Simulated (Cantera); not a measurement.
A closed system holds: 1 mol acetone, 0.12 mol H2O, 1.6 mol N2, a varied amount of O2, at 2175 K and 0.00250 bar.

Equilibrium computed with Cantera from the NASA thermochemical tables; the gas is ideal and each condensed phase is pure. Candidate condensed phases: C, C6H6, C7H8, C8H18, H2O; 136 gas species. The feed counts by its element totals alone. Rates play no part.

Q: What share of the C ends up in condensed phases as a function of n(O2) (mol), at 0.085, 0.13, 0.19, 0.29, 0.45, 0.67, 1, 1.5?

A: 
```
n(O2) (mol)  C condensed (%)           as
-----------  ---------------  -----------
0.085                   54.4  C(graphite)
0.13                    51.4  C(graphite)
0.19                    47.4  C(graphite)
0.29                    40.8  C(graphite)
0.45                    30.1  C(graphite)
0.67                    15.5  C(graphite)
1                        0.0            -
1.5                      0.0            -
```
